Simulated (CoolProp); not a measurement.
Vapour-liquid equilibrium of carbon dioxide (1) + C2F6 (R116) (2) at -49.95 °C; x and y are mole fractions of (1).

Values from CoolProp's multi-fluid Helmholtz-energy mixture model, Span 1996 and Lemmon 2006; pair parameters Bell 2016.

```json
[
 {"x": "0.05", "bubble pressure, mixture model (MPa)": "0.4275", "bubble pressure, Raoult's law (MPa)": "0.3866", "y, mixture model": "0.160", "y, Raoult's law": "0.088"},
 {"x": "0.2", "bubble pressure, mixture model (MPa)": "0.5877", "bubble pressure, Raoult's law (MPa)": "0.4335", "y, mixture model": "0.457", "y, Raoult's law": "0.315"},
 {"x": "0.35", "bubble pressure, mixture model (MPa)": "0.7010", "bubble pressure, Raoult's law (MPa)": "0.4804", "y, mixture model": "[?]", "y, Raoult's law": "0.498"},
 {"x": "0.5", "bubble pressure, mixture model (MPa)": "0.7610", "bubble pressure, Raoult's law (MPa)": "0.5273", "y, mixture model": "0.673", "y, Raoult's law": "0.648"},
 {"x": "0.65", "bubble pressure, mixture model (MPa)": "0.7852", "bubble pressure, Raoult's law (MPa)": "0.5743", "y, mixture model": "[?]", "y, Raoult's law": "0.774"},
 {"x": "0.8", "bubble pressure, mixture model (MPa)": "0.7877", "bubble pressure, Raoult's law (MPa)": "0.6212", "y, mixture model": "[?]", "y, Raoult's law": "0.881"},
 {"x": "0.95", "bubble pressure, mixture model (MPa)": "0.7382", "bubble pressure, Raoult's law (MPa)": "0.6681", "y, mixture model": "0.893", "y, Raoult's law": "0.972"}
]
```

### Question
What belongs in the gaps?

### Answer

- 0.35, y, mixture model: 0.599
- 0.65, y, mixture model: 0.719
- 0.8, y, mixture model: 0.767

The largest gap from Raoult's law is +45.9 % in bubble pressure, at x = 0.35. y crosses x between x = 0.65 and 0.8: the model has an azeotrope there.

The pair parameters rest on a limited set of measurements; away from them the model extrapolates.
